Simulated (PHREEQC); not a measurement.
City or well water: speciation

A made-up water analysis in mg/L, 25 °C, pH 6.65, pe 11.1: Na 3.79; K 10.9; Ca 10.3; Mg 2.03; Cl 4.94; S(6) as SO4 6.6; Alkalinity as HCO3 51; B 0.0158; Si as SiO2 0.0232.

Valence states are taken as typed.

The numbers come from PHREEQC with the ion-association model, phreeqc.dat.

This is a speciation only: nothing precipitates in the calculation.

Q: Predict the specific conductance, charge-balance error.

A: specific conductance 120 µS/cm; charge-balance error 0.5 %.

Q: In which forms is S present?

A: SO4-2 95 %, CaSO4 3.0 %, MgSO4 1.3 % of the S.
